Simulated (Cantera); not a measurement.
Standard-state values (1 bar) from the NASA 1993 polynomials, evaluated with Cantera. Values are per mole of reaction as written; species without (g) are pure solids or liquids, kept so even where they would boil at 1 bar.

### Question
Between 300 and 925 K, where is each reaction favourable under standard conditions?
- 2 SO2(g) + 2 K(g) → S + K2SO4

### Answer
- 2 SO2(g) + 2 K(g) → S + K2SO4: ΔG° is -839 kJ at 300 K and -485 kJ at 925 K; it stays negative (K > 1). ΔH° is -970 kJ and ΔS° -524 J/K at 925 K.
